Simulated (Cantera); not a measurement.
Mixture: CH4 : C2H6 : C3H8 : O2 : N2 = 1 : 0.16 : 0.07 : 3.31 : 12.4 (molar parts), at 1.80 bar, adiabatic and at constant pressure. Ignition delay is the time to a rise of 400 K.

Computed with Cantera and GRI-Mech 3.0 (53 species, 325 reactions).

### Question
What does this change do: pressure from 1.80 bar to 5.00 bar?

### Answer
```
quantity                                                before       after
--------------------------------------------------  ----------  ----------
delay at 1125 K                                        6.33 ms     3.30 ms
delay at 1225 K                                        1.57 ms    0.820 ms
delay at 1325 K                                       0.487 ms    0.257 ms
delay at 1425 K                                       0.178 ms     94.2 µs
delay at 1525 K                                        75.7 µs     39.4 µs
apparent activation energy between 1475 and 1575 K  150 kJ/mol  160 kJ/mol
```
